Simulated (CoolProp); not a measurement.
R22 at 398.83 K and 2.82 MPa flows at 0.26 m/s in a round tube of 4.6 mm bore and 15 µm roughness, fully developed (64/Re and Nu = 3.66 if laminar; Colebrook and Gnielinski if turbulent). Each further row changes one setting.

Computed with CoolProp (reference Helmholtz-energy equation of state, Kamei 1995).

| case | Reynolds number | Darcy friction factor | pressure drop (Pa/m) | heat-transfer coefficient (W/(m² K)) | mass flow (kg/h) |
|---|---|---|---|---|---|
| as stated | 5610 | 0.0398 | 25.8 | 95.0 | 1.37 |
| velocity 0.52 m/s | 11200 | 0.0348 | 90.1 | 183 | 2.74 |
| diameter 9.2 mm | 11200 | 0.0325 | 10.5 | 85.1 | 5.49 |

Viscosity comes from a separate model (Bell 2016), an estimate that may be off by 10 % or more. Thermal conductivity comes from a separate model (McLinden 2000), an estimate that may be off by 10 % or more.
